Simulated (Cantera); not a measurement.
Feed: 1 mol SiCl₄, 0.018 mol Cl₂, 8 mol H₂, at 1425 K and 1.00 bar.

Method: chemical equilibrium by Gibbs-energy minimisation in Cantera with the NASA 1993 tables (ideal gas, pure condensed phases). Candidate condensed phases: Si; 19 gas species. The tables' values for SiCl₃ are old estimates; treat these amounts as uncertain. Kinetics and transport are ignored.

Base state: H₂ 0.784, HCl 0.110, SiCl₄ 0.0348, SiCl₂ 0.0332, SiHCl₃ 0.0194, SiCl₃ 0.0172, SiH₂Cl₂ 0.00164, SiH₃Cl 4.04e-5 (mole fractions); condensed: gas only.

**Question.** What changes in the equilibrium state with this change: temperature from 1425 K to 1600 K?

**Answer.** 
```csv
species,before,after
H₂,0.784,0.735
HCl,0.110,0.163
SiCl₂,0.0332,0.0664
SiCl₄,0.0348,0.0110
SiHCl₃,0.0194,0.00716
SiCl₃,0.0172,0.0172
H,6.04e-6,4.66e-5
SiH₂Cl₂,0.00164,0.000780
SiH₃Cl,4.04e-5,2.54e-5
```

**Question.** What changes in the equilibrium state with this change: pressure from 1.00 bar to 0.00260 bar?

**Answer.** 
```
species   before     after
-------  -------  --------
H₂         0.784     0.703
HCl        0.110     0.197
SiCl₂     0.0332    0.0943
SiHCl₃    0.0194  0.000255
SiCl₄     0.0348  0.000916
SiCl₃     0.0172   0.00469
SiH₃Cl   4.04e-5   1.34e-7
SiH₂Cl₂  0.00164   1.09e-5
Cl       6.96e-7   2.58e-5
```

**Question.** What changes in the equilibrium state with this change: temperature from 1425 K to 898 K?

**Answer.** 
| species | before | after |
|---|---|---|
| H₂ | 0.784 | 0.871 |
| SiCl₄ | 0.0348 | 0.0973 |
| HCl | 0.110 | 0.0177 |
| SiCl₂ | 0.0332 | 1.64e-6 |
| SiCl₃ | 0.0172 | 5.75e-5 |
| SiHCl₃ | 0.0194 | 0.0133 |
| SiH₃Cl | 4.04e-5 | 5.44e-7 |
| SiH₂Cl₂ | 0.00164 | 0.000172 |
